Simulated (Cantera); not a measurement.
Thermodynamics of fluorocarbon and chlorocarbon gases, feed C₂F₆ + HCl

Feed: 1 mol C₂F₆, 0.23 mol HCl, held at 823.15 K and 1.00 bar.

Method: chemical equilibrium by Gibbs-energy minimisation in Cantera with the NASA 1993 tables (ideal gas, pure condensed phases). Candidate condensed phases: C, C₆H₆, C₇H₈, C₈H₁₈; 118 gas species. The feed counts by its element totals alone. Condensed phases not in the tables: fluorocarbon polymer. Gases not in the tables: C₂F₆ and larger saturated fluorocarbons. Kinetics and transport are ignored.

- x(CF₄) = 0.843
- x(HCl) = 0.0997
- x(HF) = 0.0328
- x(CClF₃) = 0.0163
- x(Cl₂) = 0.00768
- x(CCl₂F₂) = 0.000530
- x(CCl₃F) = 2.00e-5
- x(CCl₄) = 4.15e-6
- x(Cl) = 1.38e-6
- n(C(graphite)) = 0.507 mol
- gas amount = 1.737 mol
